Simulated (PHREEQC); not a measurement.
Solution (20 °C): 0.041 mol/kgw CaCl2 and 0.0012 mol/kgw KCl. Closed to the air; pH follows from the charge balance.

Model: ion-association model, wateq4f.dat, run in PHREEQC.

Question: The ionic strength comes out as 0.124 mol/kgw. What activity coefficients do K+, Cl-, Ca+2 get?

Answer: K+ 0.75, Cl- 0.75, Ca+2 0.37.

This is a speciation only: nothing precipitates in the calculation.
